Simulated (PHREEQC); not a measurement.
Dissolve 1.2 mmol/kgw NaHCO3 and 100 mmol/kgw Na2B4O7 at 20 °C. Closed to the air; pH follows from the charge balance.

Equilibrium calculation in PHREEQC: Pitzer model, pitzer.dat.

Problem. The ionic strength comes out as 0.233 mol/kgw. What activity coefficients do OH-, B(OH)4-, HCO3-, CO3-2, B3O3(OH)4- get?

Solution. OH- 0.70, B(OH)4- 0.64, HCO3- 0.76, CO3-2 0.24, B3O3(OH)4- 0.50. Single-ion values are on the MacInnes scale.

Precipitation was switched off in this run. Species that the database lacks are ignored.
